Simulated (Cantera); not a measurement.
A perfectly stirred reactor is fed with 2.90 % C2H4, 19.4 % O2, 72.8 % N2, 4.93 % CO2, at 10.0 bar; it is adiabatic with a 575 K inlet, and is followed from long to short residence time, starting on the burning branch (τ in s: 0.27, 0.1, 0.039, 0.015, 0.0056, 0.0021, 0.00081, 0.00031, 0.00012, 4.4e-05, 1.7e-05).

Cantera simulation using GRI-Mech 3.0 (53 species, 325 reactions); the numbers are that mechanism's predictions, not measurements. GRI-Mech 3.0 was tuned for natural gas; its chemistry of ethylene as a main component is partial and can be far from experiment.

x: mole fraction; the columns are a selection and need not sum to one.

```json
[
 {"τ (s)": "0.27", "T (K)": "1636", "x C2H4": "2.32e-6", "x O2": "0.106", "x CO2": "0.107", "x OH": "0.000124", "x CH2O": "1.31e-7", "x HCO": "4.29e-10"},
 {"τ (s)": "0.10", "T (K)": "1635", "x C2H4": "4.82e-6", "x O2": "0.107", "x CO2": "0.107", "x OH": "0.000157", "x CH2O": "2.82e-7", "x HCO": "1.16e-9"},
 {"τ (s)": "0.039", "T (K)": "1634", "x C2H4": "[?]", "x O2": "0.107", "x CO2": "0.107", "x OH": "[?]", "x CH2O": "[?]", "x HCO": "[?]"},
 {"τ (s)": "0.015", "T (K)": "1631", "x C2H4": "1.77e-5", "x O2": "0.107", "x CO2": "0.107", "x OH": "0.000255", "x CH2O": "1.16e-6", "x HCO": "8.07e-9"},
 {"τ (s)": "0.0056", "T (K)": "1625", "x C2H4": "3.40e-5", "x O2": "0.107", "x CO2": "0.106", "x OH": "0.000325", "x CH2O": "2.46e-6", "x HCO": "2.26e-8"},
 {"τ (s)": "0.0021", "T (K)": "1614", "x C2H4": "6.58e-5", "x O2": "0.108", "x CO2": "0.105", "x OH": "0.000399", "x CH2O": "5.41e-6", "x HCO": "6.38e-8"},
 {"τ (s)": "0.00081", "T (K)": "1590", "x C2H4": "0.000133", "x O2": "0.109", "x CO2": "0.102", "x OH": "0.000443", "x CH2O": "1.28e-5", "x HCO": "1.78e-7"},
 {"τ (s)": "0.00031", "T (K)": "575", "x C2H4": "0.0290", "x O2": "0.194", "x CO2": "0.0493", "x OH": "<1e-12", "x CH2O": "<1e-12", "x HCO": "<1e-12"},
 {"τ (s)": "0.00012", "T (K)": "575", "x C2H4": "0.0290", "x O2": "0.194", "x CO2": "0.0493", "x OH": "<1e-12", "x CH2O": "<1e-12", "x HCO": "<1e-12"},
 {"τ (s)": "4.4e-5", "T (K)": "575", "x C2H4": "0.0290", "x O2": "0.194", "x CO2": "0.0493", "x OH": "<1e-12", "x CH2O": "<1e-12", "x HCO": "<1e-12"},
 {"τ (s)": "1.7e-5", "T (K)": "575", "x C2H4": "0.0290", "x O2": "0.194", "x CO2": "0.0493", "x OH": "<1e-12", "x CH2O": "<1e-12", "x HCO": "<1e-12"}
]
```

Task: Complete the blanks.

Result: 
- 0.039, x C2H4: 9.29e-6
- 0.039, x OH: 0.000199
- 0.039, x CH2O: 5.71e-7
- 0.039, x HCO: 3.02e-9
